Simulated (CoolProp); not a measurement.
Carbon monoxide along the isobar 4950 kPa: fugacity coefficient from the reference equation and from simpler models built on Tc = -140.3 °C, pc = 3498 kPa, ω = 0.050; each cubic takes its own stable root.

Computed with CoolProp (reference Helmholtz-energy equation of state, Lemmon 2006). It is a short technical equation, of lower accuracy than the large ones.

```json
[
 {"T (°C)": "-140.85", "phase": "liquid", "reference": "0.5037"},
 {"T (°C)": "-131.15", "phase": "supercritical", "reference": "0.6278"},
 {"T (°C)": "-121.45", "phase": "supercritical", "reference": "0.7046"},
 {"T (°C)": "-111.75", "phase": "supercritical", "reference": "0.7584"},
 {"T (°C)": "-102.15", "phase": "supercritical", "reference": "0.7998"},
 {"T (°C)": "-92.45", "phase": "supercritical", "reference": "0.8333"},
 {"T (°C)": "-82.75", "phase": "supercritical", "reference": "0.8607"},
 {"T (°C)": "-73.05", "phase": "supercritical", "reference": "0.8833"},
 {"T (°C)": "-63.35", "phase": "supercritical", "reference": "0.9022"},
 {"T (°C)": "-53.65", "phase": "supercritical", "reference": "0.9182"},
 {"T (°C)": "-44.05", "phase": "supercritical", "reference": "0.9316"},
 {"T (°C)": "-34.35", "phase": "supercritical", "reference": "0.9431"},
 {"T (°C)": "-24.65", "phase": "supercritical", "reference": "0.9530"},
 {"T (°C)": "-14.95", "phase": "supercritical", "reference": "0.9615"},
 {"T (°C)": "-5.25", "phase": "supercritical", "reference": "0.9689"},
 {"T (°C)": "4.45", "phase": "supercritical", "reference": "0.9753"}
]
```

**Question.** How far does each simpler model (van der Waals, Soave-Redlich-Kwong, Peng-Robinson) lie from the reference over these 16 states: mean and median of the absolute difference, and the worst?

**Answer.** 
- van der Waals: mean 2.4 %, median 2.4 %, worst +7.5 % at -140.85 °C and 4950 kPa
- Soave-Redlich-Kwong: mean 0.7 %, median 0.8 %, worst +1.0 % at -24.65 °C and 4950 kPa
- Peng-Robinson: mean 2.5 %, median 2.2 %, worst -4.4 % at -131.15 °C and 4950 kPa
